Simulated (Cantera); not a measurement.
An isothermal, constant-pressure homogeneous reactor starts with N₂O = 1 (molar parts), at 1473 K and 0.0133 bar. Integrator tolerance rtol = 1e-08.

Model: GRI-Mech 3.0 (53 species, 325 reactions), integrated in Cantera. GRI-Mech 3.0 was tuned for natural gas; its chemistry of N2O as a main component is partial and can be far from experiment. Radical loss at walls, strong at low pressure, is not modelled. The temperature is held fixed by assumption; the heat of reaction is taken as removed at once.

Question: What does this change do: temperature 1473 to 1000 K?

Answer: 
| quantity | before | after |
|---|---|---|
| x(N₂O) at 50.0 s | 6.11e-6 (gas-phase equilibrium 8.17e-9) | 0.994 (gas-phase equilibrium 3.18e-10) |
| x(N₂) at 50.0 s | 0.590 (gas-phase equilibrium 0.666) | 0.00417 (gas-phase equilibrium 0.667) |
| x(NO) at 50.0 s | 0.154 (gas-phase equilibrium 0.00124) | 0.000170 (gas-phase equilibrium 3.65e-5) |
| x(O) at 50.0 s | 1.25e-5 (gas-phase equilibrium 1.40e-5) | 4.21e-8 (gas-phase equilibrium 7.91e-10) |
| x(O₂) at 50.0 s | 0.256 (gas-phase equilibrium 0.333) | 0.00204 (gas-phase equilibrium 0.333) |
| x(NO₂) at 50.0 s | 0.000113 (gas-phase equilibrium 1.05e-6) | 1.86e-8 (gas-phase equilibrium 2.84e-7) |
The mechanism lacks the step 2 NO + O2 → 2 NO2, which can matter for NO2 below about 1400 K.

Question: What does this change do: temperature 1473 to 1550 K?

Answer: 
```csv
quantity,before,after
x(N₂O) at 50.0 s,6.11e-6 (gas-phase equilibrium 8.17e-9),8.36e-6 (gas-phase equilibrium 1.16e-8)
x(N₂) at 50.0 s,0.590 (gas-phase equilibrium 0.666),0.577 (gas-phase equilibrium 0.666)
x(NO) at 50.0 s,0.154 (gas-phase equilibrium 0.00124),0.180 (gas-phase equilibrium 0.00180)
x(O) at 50.0 s,1.25e-5 (gas-phase equilibrium 1.40e-5),3.42e-5 (gas-phase equilibrium 3.93e-5)
x(O₂) at 50.0 s,0.256 (gas-phase equilibrium 0.333),0.243 (gas-phase equilibrium 0.332)
x(NO₂) at 50.0 s,0.000113 (gas-phase equilibrium 1.05e-6),0.000102 (gas-phase equilibrium 1.21e-6)
```

Question: What does this change do: temperature 1473 to 1200 K?

Answer: 
```csv
quantity,before,after
x(N₂O) at 50.0 s,6.11e-6 (gas-phase equilibrium 8.17e-9),0.567 (gas-phase equilibrium 1.69e-9)
x(N₂) at 50.0 s,0.590 (gas-phase equilibrium 0.666),0.273 (gas-phase equilibrium 0.667)
x(NO) at 50.0 s,0.154 (gas-phase equilibrium 0.00124),0.0302 (gas-phase equilibrium 0.000228)
x(O) at 50.0 s,1.25e-5 (gas-phase equilibrium 1.40e-5),1.82e-6 (gas-phase equilibrium 1.26e-7)
x(O₂) at 50.0 s,0.256 (gas-phase equilibrium 0.333),0.129 (gas-phase equilibrium 0.333)
x(NO₂) at 50.0 s,0.000113 (gas-phase equilibrium 1.05e-6),6.35e-6 (gas-phase equilibrium 5.58e-7)
```
The mechanism lacks the step 2 NO + O2 → 2 NO2, which can matter for NO2 below about 1400 K.
